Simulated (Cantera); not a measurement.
Cantera with NASA thermochemical tables; ideal gases at 1 bar, condensed phases pure. Values are per mole of reaction as written; species without (g) are pure solids or liquids, kept so even where they would boil at 1 bar.

Cr2N + 6 OH(g) → N(g) + 3 H2(g) + 2 CrO3(g), with ΔH° = -223.7 kJ and ΔS° = -89.8 J/K at 300 K.

Q: How far is the shortcut ΔG° ≈ ΔH°(300 K) − T·ΔS°(300 K) from the full temperature-dependent value at 823, 898, 973, 1048, 1123, 1198, 1273, 1348, 1423 K?

A: 
```json
[
 {"T (K)": "823", "shortcut (kJ)": "-149.8", "full (kJ)": "-145.8", "difference (kJ)": "-4.0", "difference in log10 K": "0.25"},
 {"T (K)": "898", "shortcut (kJ)": "-143.1", "full (kJ)": "-138.4", "difference (kJ)": "-4.7", "difference in log10 K": "0.27"},
 {"T (K)": "973", "shortcut (kJ)": "-136.3", "full (kJ)": "-130.9", "difference (kJ)": "-5.4", "difference in log10 K": "0.29"},
 {"T (K)": "1048", "shortcut (kJ)": "-129.6", "full (kJ)": "-123.4", "difference (kJ)": "-6.2", "difference in log10 K": "0.31"},
 {"T (K)": "1123", "shortcut (kJ)": "-122.9", "full (kJ)": "-115.9", "difference (kJ)": "-7.0", "difference in log10 K": "0.32"},
 {"T (K)": "1198", "shortcut (kJ)": "-116.1", "full (kJ)": "-108.3", "difference (kJ)": "-7.8", "difference in log10 K": "0.34"},
 {"T (K)": "1273", "shortcut (kJ)": "-109.4", "full (kJ)": "-100.7", "difference (kJ)": "-8.7", "difference in log10 K": "0.36"},
 {"T (K)": "1348", "shortcut (kJ)": "-102.7", "full (kJ)": "-92.9", "difference (kJ)": "-9.7", "difference in log10 K": "0.38"},
 {"T (K)": "1423", "shortcut (kJ)": "-95.9", "full (kJ)": "-85.2", "difference (kJ)": "-10.8", "difference in log10 K": "0.40"}
]
```
The shortcut ignores the heat-capacity change of the reaction.
